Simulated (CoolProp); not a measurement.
Properties of R410A at several states (Tc = 71.3 °C, pc = 4.901 MPa, ω = 0.296).

Model: reference Helmholtz-energy equation of state, Lemmon 2003, in CoolProp. It is a pseudo-pure fit of the blend.

| T (°C) | p (MPa) | phase | cp (kJ/(kg K)) | isothermal compressibility (1/MPa) | viscosity (µPa s) | conductivity (mW/(m K)) | fugacity coefficient |
|---|---|---|---|---|---|---|---|
| -29.05 | 1.02 | liquid | 1.406 | 0.002483 | 237 | 121 | 0.2587 |
| 108.85 | 3.82 | gas | 1.274 | 0.3444 | 18.4 | 23.4 | 0.8115 |
| 186.95 | 0.516 | gas | 1.059 | 1.964 | 19.8 | 25.6 | 0.9867 |
| 142.25 | 0.074 | gas | 0.9859 | 13.55 | 17.9 | 22.0 | 0.9972 |
| 141.15 | 2.66 | gas | 1.109 | 0.4215 | 18.7 | 24.0 | 0.9008 |
| 47.35 | 0.294 | gas | 0.8762 | 3.507 | 13.9 | 15.2 | 0.9712 |

Viscosity comes from a separate model (Geller 2000). Thermal conductivity comes from a separate model (Geller 2001).
